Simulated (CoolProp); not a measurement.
Vapour-liquid equilibrium of CH2F2 (R32) (1) + R123 (2) at 322 kPa; x and y are mole fractions of (1).

Computed with CoolProp (multi-fluid Helmholtz-energy mixture model, Tillner-Roth 1997 and Younglove 1994; pair parameters Bell 2016).

Question: Give the bubble temperature and the first vapour's composition at x = 0.05, 0.35, 0.5. Is there an azeotrope?

Answer: x = 0.05: 45.4 °C, y = 0.429; x = 0.35: -4.2 °C, y = 0.934; x = 0.5: -12.1 °C, y = 0.962. No azeotrope shows between x = 0.05 and 0.95.

The pair parameters rest on a limited set of measurements; away from them the model extrapolates.
